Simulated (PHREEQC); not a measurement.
Buffer: speciation

Make-up at 85 °C and 50 atm: 0.0041 mol KHCO3 and 0.0028 mol Na2HPO4 per kg of water. Closed to the air; pH follows from the charge balance.

All values are PHREEQC results (ion-association model, phreeqc.dat), not measurements.

Precipitation was switched off in this run.

### Question
Estimate the pH.

### Answer
pH 8.19.

### Question
In which forms is C present?

### Answer
HCO3- 96 %, CO3-2 1.7 %, NaCO3- 1.3 %, CO2 1.2 % of the C.

Under pressure, the constants of complexes without a molar volume in the database are unreliable. Away from 25 °C the constants follow the database's enthalpies or fits; those with neither stay at their 25 °C values.
